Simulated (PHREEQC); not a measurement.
Make-up at 35 °C: 0.0044 mol H2S, 0.00076 mol NaOH and 0.19 mol ZnCl2 per kg of water. Closed to the air; pH follows from the charge balance.

Computed with PHREEQC (ion-association model, phreeqc.dat).

Each row changes one thing in this solution. Precipitation was switched off in this run.

```
case                                          pH  ionic strength (mol/kgw)  Cl- (mol/kgw)  Zn+2 (mol/kgw)  ZnCl+ (mol/kgw)  ZnCl2 (mol/kgw)  SI of Sphalerite (ZnS)
------------------------------------  ----------  ------------------------  -------------  --------------  ---------------  ---------------  ----------------------
as made                                     2.57                     0.464          0.320           0.140           0.0398          0.00527                   +4.45
NaOH left out                         (withheld)                     0.464          0.320           0.140           0.0398          0.00527              (withheld)
diluted 100-fold with water           (withheld)                   0.00564        0.00378         0.00186          2.10e-5          7.33e-8                   +4.66
NaOH from 0.00076 to 0.00038 mol/kgw  (withheld)                     0.464          0.320           0.140           0.0398          0.00527              (withheld)
```

Task: What belongs in the gaps?

Result: 
- NaOH left out, pH: 2.49
- NaOH left out, SI of Sphalerite (ZnS): +4.37
- diluted 100-fold with water, pH: 4.48
- NaOH from 0.00076 to 0.00038 mol/kgw, pH: 2.53
- NaOH from 0.00076 to 0.00038 mol/kgw, SI of Sphalerite (ZnS): +4.41

Complexes and solids missing from the database can't appear. Some of these states are supersaturated (in Sphalerite (slow to form), for instance).
